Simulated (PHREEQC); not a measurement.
## Buffer

Solution (25 °C): 0.0011 mol/kgw HF and 0.088 mol/kgw NaF. Closed to the air; pH follows from the charge balance.

Computed with PHREEQC (ion-association model, phreeqc.dat).

- pH: 5.07
- ionic strength: 0.0855 mol/kgw
- specific conductance: 7540 µS/cm
- density: 1.001 g/cm³
- total alkalinity: -1.10 meq/kg

```tsv
species	molality	activity	log γ
Na+	0.0855	0.0679	-0.100
F-	0.0852	0.0659	-0.112
NaF	0.00252	0.00257	0.009
HF	0.000822	0.000838	0.009
HF2-	0.000268	0.000212	-0.102
H+	1.02e-5	8.48e-6	-0.080
OH-	1.54e-9	1.19e-9	-0.112
```

No solid was allowed to form.
